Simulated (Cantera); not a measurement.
An isothermal, constant-pressure homogeneous reactor starts with C3H8 : H2 = 1 : 1.4 (molar parts), at 1748 K and 20.0 Torr.

Model: GRI-Mech 3.0 (53 species, 325 reactions), integrated in Cantera. GRI-Mech 3.0 was tuned for natural gas; its chemistry of propane as a main component is partial and can be far from experiment. GRI-Mech 3.0 stops at C3 and has no aromatics, soot or wall deposition, so with more carbon than oxygen in the feed, carbon stays in small species such as C2H2 where larger ones or solid carbon would form. Radical loss at walls, strong at low pressure, is not modelled.

x: mole fraction; the columns are a selection and need not sum to one.

```json
[
 {"t (s)": "1.00e-5", "x C3H8": "0.379", "x H2": "0.571", "x C2H6": "0.000827", "x CH2": "8.04e-6", "x CH4": "0.00333", "x C2H": "2.58e-11"},
 {"t (s)": "3.40e-5", "x C3H8": "0.256", "x H2": "0.529", "x C2H6": "0.00531", "x CH2": "6.70e-5", "x CH4": "0.0375", "x C2H": "1.28e-8"},
 {"t (s)": "0.000115", "x C3H8": "0.0241", "x H2": "0.460", "x C2H6": "0.0117", "x CH2": "8.44e-5", "x CH4": "0.171", "x C2H": "2.35e-6"},
 {"t (s)": "0.000392", "x C3H8": "[?]", "x H2": "0.518", "x C2H6": "[?]", "x CH2": "[?]", "x CH4": "[?]", "x C2H": "[?]"},
 {"t (s)": "0.00133", "x C3H8": "4.10e-7", "x H2": "0.559", "x C2H6": "0.000274", "x CH2": "4.68e-6", "x CH4": "0.184", "x C2H": "2.21e-6"},
 {"t (s)": "0.00452", "x C3H8": "7.03e-8", "x H2": "0.584", "x C2H6": "8.84e-5", "x CH2": "1.89e-6", "x CH4": "0.168", "x C2H": "1.49e-6"},
 {"t (s)": "0.0153", "x C3H8": "4.99e-8", "x H2": "0.608", "x C2H6": "7.03e-5", "x CH2": "1.89e-6", "x CH4": "0.143", "x C2H": "1.72e-6"},
 {"t (s)": "0.0521", "x C3H8": "1.64e-8", "x H2": "0.649", "x C2H6": "3.36e-5", "x CH2": "1.59e-6", "x CH4": "0.0917", "x C2H": "2.00e-6"},
 {"t (s)": "0.177", "x C3H8": "1.54e-9", "x H2": "0.692", "x C2H6": "6.85e-6", "x CH2": "1.04e-6", "x CH4": "0.0372", "x C2H": "2.44e-6"},
 {"t (s)": "0.601", "x C3H8": "4.30e-11", "x H2": "0.713", "x C2H6": "[?]", "x CH2": "[?]", "x CH4": "[?]", "x C2H": "2.99e-6"},
 {"t (s)": "2.04", "x C3H8": "1.09e-12", "x H2": "0.719", "x C2H6": "4.43e-8", "x CH2": "1.44e-7", "x CH4": "0.00249", "x C2H": "3.19e-6"},
 {"t (s)": "6.94", "x C3H8": "<1e-12", "x H2": "0.720", "x C2H6": "7.90e-9", "x CH2": "5.47e-8", "x CH4": "0.000915", "x C2H": "3.21e-6"},
 {"t (s)": "23.6", "x C3H8": "<1e-12", "x H2": "0.721", "x C2H6": "5.91e-9", "x CH2": "4.43e-8", "x CH4": "0.000738", "x C2H": "3.21e-6"},
 {"t (s)": "80.0", "x C3H8": "<1e-12", "x H2": "0.721", "x C2H6": "5.90e-9", "x CH2": "4.43e-8", "x CH4": "0.000738", "x C2H": "3.21e-6"}
]
```

**Question.** Some entries are withheld; supply them.

**Answer.** 
- 0.000392, x C3H8: 2.20e-5
- 0.000392, x C2H6: 0.00169
- 0.000392, x CH2: 1.94e-5
- 0.000392, x CH4: 0.200
- 0.000392, x C2H: 4.35e-6
- 0.601, x C2H6: 6.09e-7
- 0.601, x CH2: 4.68e-7
- 0.601, x CH4: 0.00983
